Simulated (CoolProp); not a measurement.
Computed with CoolProp (reference Helmholtz-energy equation of state, Setzmann 1991).

Q: For methane, give the phase and the speed of sound (m/s) at 180.7 K and 0.0377 MPa.

A: 
- 180.7 K and 0.0377 MPa: gas; speed of sound 352
